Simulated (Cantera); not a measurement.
A Cantera script and what it prints.

```python
import numpy as np
import cantera as ct

gas_names = """
    CL CL2 H HCL H2 Si SiCL SiCL2 SiCL3 SiCL4 SiH SiHCL3 SiH2 SiH2CL2 SiH3 SiH3CL SiH4 Si2 Si3
""".split()
cond_names = """
    Si(cr) Si(L)
""".split()


# ... load() reads the species with a 1 bar reference pressure and builds the phases ...
atoms = {
    'SiH4': {'Si': 1, 'H': 4},
    'HCl': {'H': 1, 'CL': 1},
    'H2': {'H': 2},
}
top_T = {}  # K; cautious upper limits of use, not melting points


# ... equilibrate(T, P, feed) seeds the gas with the atoms and calls Mixture.equilibrate('TP', solver="vcs", rtol=1e-11, max_steps=5000) ...
results = []
feed = {'SiH4': 1, 'HCl': 0.16, 'H2': 81}  # mol
T = 1500  # K
P = 10000  # Pa
mix = equilibrate(T, P, feed)
results.append((T, P, feed, dict(zip(mix.species_names, mix.species_moles))))
print(gas.report(threshold=1e-06))
for i in range(1, mix.n_phases):
    print(f"{mix.phase(i).name:16s} {mix.phase_moles(i):12.5e} mol")
```

Output:

```
       temperature   1500 K
          pressure   10000 Pa
           density   0.0016699 kg/m^3
  mean mol. weight   2.0826 kg/kmol
   phase of matter   gas

                          1 kg             1 kmol
                     ---------------   ---------------
          enthalpy        1.7368e+07        3.6171e+07  J
   internal energy         1.138e+07        2.3699e+07  J
           entropy             95203        1.9827e+05  J/K
    Gibbs function       -1.2544e+08       -2.6123e+08  J
 heat capacity c_p             15539             32362  J/K
 heat capacity c_v             11547             24047  J/K

                      mass frac. Y      mole frac. X     chem. pot. / RT
                     ---------------   ---------------   ---------------
                 H        2.6916e-05         5.561e-05           -10.454
               HCL          0.033267         0.0019003           -41.373
                H2           0.96612           0.99803           -20.907
             SiCL2         0.0005523         1.162e-05           -66.424
              SiH2        2.1608e-05         1.495e-06           -25.493
     [  +14 minor]        1.3896e-05        6.1019e-07

Si(cr)            9.98866e-01 mol
```

These are equilibrium values from Cantera (NASA tables, ideal gas, pure condensed phases), not measurements of a reactor.
